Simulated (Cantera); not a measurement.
Charge: 1 mol SiC, a varied amount of H2, at 1723 K and 4.60 Pa.

Method: chemical equilibrium by Gibbs-energy minimisation in Cantera with the NASA 1993 tables (ideal gas, pure condensed phases). Candidate condensed phases: C, C6H6, C7H8, C8H18, Si, SiC; 87 gas species. Equilibrium is a limit: real reactors are often held back by kinetics, nucleation or transport.

x: gas mole fraction; n: condensed amount in mol.

```tsv
n(H2) (mol)	x H2	x H	x Si	x C2H2 (acetylene)	x SiH	x SiC2	n SiC(s)	n C(graphite)
0.073	0.973	0.0265	0.000356	8.81e-5	3.43e-6	3.24e-6	1.000	0
0.12	0.973	0.0265	0.000356	8.81e-5	3.43e-6	3.24e-6	1.000	0
0.18	0.973	0.0265	0.000356	8.81e-5	3.43e-6	3.24e-6	1.000	0
0.29	0.973	0.0265	0.000356	8.81e-5	3.43e-6	3.24e-6	1.000	0
0.45	0.973	0.0265	0.000356	8.81e-5	3.43e-6	3.24e-6	1.000	0
0.72	0.973	0.0265	0.000356	8.81e-5	3.43e-6	3.24e-6	1.000	?
1.1	0.973	0.0265	0.000356	8.81e-5	3.43e-6	3.24e-6	1.000	?
1.8	0.973	0.0265	0.000356	8.81e-5	3.43e-6	3.24e-6	0.999	?
2.8	0.973	0.0265	0.000356	8.81e-5	3.43e-6	3.24e-6	0.999	?
4.4	0.973	0.0265	0.000356	8.81e-5	3.43e-6	3.24e-6	0.998	?
7	0.973	0.0265	0.000356	8.81e-5	3.43e-6	3.24e-6	0.997	?
```

Question: Some entries are withheld; supply them.

Answer: 
- 0.72, n C(graphite): 0.000134
- 1.1, n C(graphite): 0.000204
- 1.8, n C(graphite): 0.000334
- 2.8, n C(graphite): 0.000520
- 4.4, n C(graphite): 0.000817
- 7, n C(graphite): 0.00130
